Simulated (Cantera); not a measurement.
# Transport properties of process gases

Gas mixture: CO2 : NO : O2 = 0.19 : 0.3 : 0.51 (molar parts), at 0.132 atm, frozen composition.

Cantera's kinetic-theory transport with the Lennard-Jones parameters of GRI-Mech 3.0, ideal gas; thermal conductivity in the mixture-averaged form. The composition is frozen, though it would react at the higher temperatures.

```
T (K)  ρ (kg/m³)  cp (J/kg/K)  μ (µPa s)  λ (mW/m/K)     Pr  D (cm²/s) CO2  D (cm²/s) CH3  D (cm²/s) H
-----  ---------  -----------  ---------  ----------  -----  -------------  -------------  -----------
400        0.135        955.8       23.5        31.6  0.710           2.00           2.71         15.2
500        0.108        993.9       27.8        38.8  0.711           2.97           4.02         22.5
600       0.0900         1031       31.6        45.8  0.712           4.09           5.50         30.8
700       0.0772         1065       35.3        52.6  0.714           5.33           7.17         40.1
800       0.0675         1093       38.6        59.0  0.715           6.70           8.99         50.3
900       0.0600         1117       41.9        65.3  0.716           8.19           11.0         61.4
1000      0.0540         1137       44.9        71.2  0.717           9.79           13.1         73.3
1100      0.0491         1153       47.9        77.0  0.717           11.5           15.4         86.0
```
D: mixture-averaged diffusion coefficient of that species in the mixture.
